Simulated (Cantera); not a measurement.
A perfectly stirred reactor is fed with CH4 : CO2 = 1 : 1.7 (molar parts), at 4.20 bar; it is held at 1925 K, and followed from long to short residence time.

Model: GRI-Mech 3.0 (53 species, 325 reactions), integrated in Cantera.

What does this change do: temperature 1925 to 1950 K?


| quantity | before | after |
|---|---|---|
| x(CH4) at τ = 25.0 s | 0.000244 | 0.000168 |
| x(CO2) at τ = 25.0 s | 0.0419 | 0.0413 |
| x(H2O) at τ = 25.0 s | 0.107 | 0.108 |
| x(C2H4) at τ = 25.0 s | 1.51e-7 | 6.74e-8 |
| x(C2H6) at τ = 25.0 s | 1.59e-9 | 8.02e-10 |
| x(CH4) at τ = 57.0 ms | 0.0142 | 0.0120 |
| x(CO2) at τ = 57.0 ms | 0.0719 | 0.0653 |
| x(H2O) at τ = 57.0 ms | 0.151 | 0.145 |
| x(C2H4) at τ = 57.0 ms | 0.000315 | 0.000231 |
| x(C2H6) at τ = 57.0 ms | 6.60e-6 | 4.88e-6 |

What does this change do: temperature 1925 to 1900 K?


```csv
quantity,before,after
x(CH4) at τ = 25.0 s,0.000244,0.000352
x(CO2) at τ = 25.0 s,0.0419,0.0425
x(H2O) at τ = 25.0 s,0.107,0.107
x(C2H4) at τ = 25.0 s,1.51e-7,3.36e-7
x(C2H6) at τ = 25.0 s,1.59e-9,3.12e-9
x(CH4) at τ = 57.0 ms,0.0142,0.0166
x(CO2) at τ = 57.0 ms,0.0719,0.0797
x(H2O) at τ = 57.0 ms,0.151,0.159
x(C2H4) at τ = 57.0 ms,0.000315,0.000423
x(C2H6) at τ = 57.0 ms,6.60e-6,8.90e-6
```
